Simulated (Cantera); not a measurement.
A freely propagating, adiabatic, planar premixed flame of 23.0 % H₂, 16.2 % O₂, 60.9 % N₂, equivalence ratio 0.71, unburnt at 500 K and 1.00 atm; mixture-averaged transport, grid criteria slope 0.08 and curve 0.16, no radiation.

Model: the H2/O2 subset of GRI-Mech 3.0, which has no nitrogen chemistry, integrated in Cantera. Burning velocities carry a grid error of a few per cent, more on coarse grids.

Q: Predict: laminar burning velocity; thermal thickness; peak x(OH); peak x(O); peak x(H).

A: 
```json
{
  "laminar_burning_velocity": "362 cm/s",
  "thermal_thickness": "0.400 mm",
  "peak x(OH)": "0.0136",
  "peak x(O)": "0.0117",
  "peak x(H)": "0.0266"
}
```
